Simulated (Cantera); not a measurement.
## Thermodynamics of metals in furnace atmospheres, feed Fe + CO + H2S

Feed: 1 mol Fe, 1.3 mol CO, 2 mol H2S, held at 38.0 Pa.

Cantera equilibrium calculation (NASA polynomials, part measured and part estimated; ideal gas, pure solids and liquids). Candidate condensed phases: C, C6H6, C7H8, C8H18, Fe, Fe(CO)5, FeO, Fe(OH)2, Fe(OH)3, FeS, FeSO4, FeS2, Fe2O3, Fe2(SO4)3, Fe3O4, H2O, H2SO4, S; 127 gas species. Metal and sulfide melt together well below either melting point, which pure phases cannot show. Mutual solubility and eutectic melting of coexisting phases are not modelled. FeS: taken at fixed stoichiometry. Gases not in the tables: S3 to S7. Kinetics and transport are ignored.

From 1023 K to 1423 K the condensed part is FeS(s). At 1523 K the condensed part is FeS(l). At 1623 K the condensed part is Fe(γ) + FeS(l). At 1723 K the condensed part is Fe(δ). At 1823 K the condensed part is Fe(l).

```json
[
 {"T (K)": "1023", "x H2": "0.395", "x CO": "0.364", "x S2": "0.0481", "x H2S": "0.180", "x Fe": "<1e-12", "x S": "1.40e-7", "x H": "1.34e-7", "x SH": "0.000138", "n FeS(s)": "1.00", "n FeS(l)": "0", "n Fe(γ)": "0", "n Fe(δ)": "0", "n Fe(l)": "0"},
 {"T (K)": "1123", "x H2": "0.450", "x CO": "0.356", "x S2": "0.0830", "x H2S": "0.105", "x Fe": "9.35e-11", "x S": "1.76e-6", "x H": "1.46e-6", "x SH": "0.000423", "n FeS(s)": "1.00", "n FeS(l)": "0", "n Fe(γ)": "0", "n Fe(δ)": "0", "n Fe(l)": "0"},
 {"T (K)": "1223", "x H2": "0.484", "x CO": "0.350", "x S2": "0.105", "x H2S": "0.0574", "x Fe": "1.13e-8", "x S": "1.32e-5", "x H": "1.07e-5", "x SH": "0.000945", "n FeS(s)": "1.00", "n FeS(l)": "0", "n Fe(γ)": "0", "n Fe(δ)": "0", "n Fe(l)": "0"},
 {"T (K)": "1323", "x H2": "0.502", "x CO": "0.346", "x S2": "0.116", "x H2S": "0.0320", "x Fe": "6.78e-7", "x S": "6.94e-5", "x H": "5.76e-5", "x SH": "0.00176", "n FeS(s)": "1.000", "n FeS(l)": "0", "n Fe(γ)": "0", "n Fe(δ)": "0", "n Fe(l)": "0"},
 {"T (K)": "1423", "x H2": "0.511", "x CO": "0.344", "x S2": "0.121", "x H2S": "0.0187", "x Fe": "2.30e-5", "x S": "0.000284", "x H": "0.000244", "x SH": "0.00292", "n FeS(s)": "1.000", "n FeS(l)": "0", "n Fe(γ)": "0", "n Fe(δ)": "0", "n Fe(l)": "0"},
 {"T (K)": "1523", "x H2": "0.514", "x CO": "0.343", "x S2": "0.124", "x H2S": "0.0115", "x Fe": "0.000443", "x S": "0.000954", "x H": "0.000850", "x SH": "0.00447", "n FeS(s)": "0", "n FeS(l)": "0.998", "n Fe(γ)": "0", "n Fe(δ)": "0", "n Fe(l)": "0"},
 {"T (K)": "1623", "x H2": "0.466", "x CO": "0.312", "x S2": "0.195", "x H2S": "0.00841", "x Fe": "0.00440", "x S": "0.00345", "x H": "0.00242", "x SH": "0.00767", "n FeS(s)": "0", "n FeS(l)": "0.290", "n Fe(γ)": "0.692", "n Fe(δ)": "0", "n Fe(l)": "0"},
 {"T (K)": "1723", "x H2": "0.438", "x CO": "0.293", "x S2": "0.213", "x H2S": "0.00558", "x Fe": "0.0240", "x S": "0.00918", "x H": "0.00619", "x SH": "0.0107", "n FeS(s)": "0", "n FeS(l)": "0", "n Fe(γ)": "0", "n Fe(δ)": "0.894", "n Fe(l)": "0"},
 {"T (K)": "1823", "x H2": "0.392", "x CO": "0.265", "x S2": "0.186", "x H2S": "0.00330", "x Fe": "0.107", "x S": "0.0197", "x H": "0.0139", "x SH": "0.0125", "n FeS(s)": "0", "n FeS(l)": "0", "n Fe(γ)": "0", "n Fe(δ)": "0", "n Fe(l)": "0.475"}
]
```
x: gas mole fraction; n: condensed amount in mol.
